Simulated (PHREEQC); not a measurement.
Solution (55 °C): 0.013 mol/kgw HNO3, 0.00031 mol/kgw CuSO4 and 0.14 mol/kgw MnSO4. Closed to the air; pH follows from the charge balance.

Computed with PHREEQC (ion-association model, phreeqc.dat).

| quantity | before | after |
|---|---|---|
| pH | 2.60 | 3.99 |
| ionic strength (mol/kgw) | 0.257 | 0.00482 |
| MnSO4 (mol/kgw) | 0.0742 | 0.000222 |
| Mn+2 (mol/kgw) | 0.0658 | 0.00118 |
| SO4-2 (mol/kgw) | 0.0562 | 0.00116 |
| HSO4- (mol/kgw) | 0.00976 | 1.91e-5 |

**Question.** What was changed between the two runs?
A. CuSO4 from 0.00031 to 0.00062 mol/kgw
B. diluted 100-fold with water
C. CuSO4 left out

**Answer.** B, diluted 100-fold with water

This is a speciation only: nothing precipitates in the calculation. At this temperature some constants are extrapolated from 25 °C, and those without enthalpy data are left unchanged.
